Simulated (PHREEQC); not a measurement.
Phosphoric acid bath: speciation

A solution holds 0.022 mol/kgw NaH2PO4, 0.00046 mol/kgw NaHF2 and 0.014 mol/kgw H3AsO4, at 55 °C. Closed to the air; pH follows from the charge balance.

Equilibrium calculation in PHREEQC: ion-association model, wateq4f.dat.

The pH comes out as 2.63. The ionic strength is 0.0251 mol/kgw and the total alkalinity is -14.5 meq/kg.

```csv
species,molality,activity,log γ
Na+,0.0225,0.0192,-0.069
H2PO4-,0.0157,0.0135,-0.067
H2AsO4-,0.00928,0.00790,-0.070
H3PO4,0.00632,0.00636,0.003
H3AsO4,0.00472,0.00475,0.003
H+,0.00265,0.00232,-0.058
HF,0.000768,0.000773,0.003
```

Precipitation was switched off in this run. H3PO4, which wateq4f.dat lacks, is added to it with the constant of phreeqc.dat. Away from 25 °C the constants follow the database's enthalpies or fits; those with neither stay at their 25 °C values.
